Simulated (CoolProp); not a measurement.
Vapour-liquid equilibrium of R134a (1) + R1234ze(E) (2) at 333.5 K; x and y are mole fractions of (1).

Model: multi-fluid Helmholtz-energy mixture model, Tillner-Roth 1994 and Thol 2016; pair parameters Bell 2022, in CoolProp.

```tsv
x	bubble pressure (kPa)	y at the bubble point	dew pressure at overall composition x (kPa)	liquid density (mol/L)
0.05	1318	0.065	1311	9.091
0.15	1374	0.185	1358	9.197
0.25	1425	0.296	1404	9.307
0.35	1471	0.399	1450	9.422
0.45	1513	0.497	1494	9.542
0.55	1552	0.592	1535	9.668
0.65	1588	0.684	1575	9.799
0.75	1621	0.775	1612	9.936
0.85	1652	0.865	1647	10.08
0.95	1682	0.955	1680	10.23
```

No azeotrope shows between x = 0.05 and 0.95.

Pair parameters are fitted to limited data, so mixtures are less certain than the pure fluids.
